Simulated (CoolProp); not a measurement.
Values from CoolProp's reference Helmholtz-energy equation of state, Span 1996.

### Question
Give the vapour pressure (kPa), liquid density (kg/m³), vapour viscosity (µPa s) of saturated carbon dioxide at -20.15 °C.

### Answer
| T (°C) | p (kPa) | liquid density (kg/m³) | vapour viscosity (µPa s) |
|---|---|---|---|
| -20.15 | 1960 | 1030 | 12.9 |

Viscosity comes from a separate model (Laesecke 2017).
